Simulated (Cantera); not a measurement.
Input: 1 mol SiH₄, 0.32 mol NH₃, 20 mol N₂, held at 1375 K and 74.0 Pa.

Cantera equilibrium calculation (NASA polynomials, part measured and part estimated; ideal gas, pure solids and liquids). Candidate condensed phases: Si, Si₃N₄; 18 gas species. Kinetics and transport are ignored.

Base state: N₂ 0.887, H₂ 0.113, H 4.23e-5 (mole fractions); condensed: Si₃N₄(s).

**Question.** What changes in the equilibrium state with this change: SiH₄ replaced by SiCl₄?

**Answer.** 
```json
[
 {"species": "N₂", "before": "0.887", "after": "0.911"},
 {"species": "HCl", "before": "0", "after": "0.0430"},
 {"species": "SiCl₄", "before": "0", "after": "0.0193"},
 {"species": "H₂", "before": "0.113", "after": "0.000204"},
 {"species": "SiCl₂", "before": "0", "after": "0.0174"},
 {"species": "SiCl₃", "before": "0", "after": "0.00854"},
 {"species": "Cl", "before": "0", "after": "0.000314"},
 {"species": "H", "before": "4.23e-5", "after": "1.80e-6"},
 {"species": "Si₃N₄(s), mol", "before": "0.333", "after": "0"}
]
```
The tables' values for SiCl₃ are old estimates; treat these amounts as uncertain. Further candidate phases: NH₄Cl.
